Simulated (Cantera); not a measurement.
# Ignition delay

Mixture: 11.0 % CH₄, 0.485 % H₂, 18.5 % O₂, 69.9 % N₂, at 1.10 bar, adiabatic and at constant volume. Ignition delay is the time to a rise of 400 K.

Detailed kinetics in Cantera: GRI-Mech 3.0 (53 species, 325 reactions).

| T0 (K) | delay (ms) |
|---|---|
| 1200 | 27.1 |
| 1275 | 10.6 |
| 1350 | 4.35 |
| 1425 | 1.90 |
| 1500 | 0.889 |
| 1575 | 0.451 |
| 1650 | 0.247 |

- apparent activation energy between 1500 and 1650 K = 180 kJ/mol
